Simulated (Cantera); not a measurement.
Feed: 1 mol PbO, 17 mol H2, at 727 °C and 13.3 mbar.

These are equilibrium values from Cantera (NASA tables, ideal gas, pure condensed phases), not measurements of a reactor. Candidate condensed phases: H2O, Pb, PbO, PbO2, Pb3O4; 12 gas species. The numbers say what is thermodynamically allowed, not how fast it happens.

Base state: H2 0.940, H2O 0.0588, Pb 0.00121 (mole fractions); condensed: Pb(l).

Task: What changes in the equilibrium state with this change: pressure from 13.3 mbar to 0.940 bar?

Result: 
| species | before | after |
|---|---|---|
| H2 | 0.940 | 0.941 |
| H2O | 0.0588 | 0.0588 |
| Pb | 0.00121 | 1.72e-5 |
| Pb(l), mol | 0.979 | 1.000 |

Task: What changes in the equilibrium state with this change: temperature from 727 °C to 1327 °C?

Result: 
```tsv
species	before	after
H2	0.940	0.888
Pb	0.00121	0.0555
H2O	0.0588	0.0555
H	1.91e-8	0.000444
Pb(l), mol	0.979	0
```
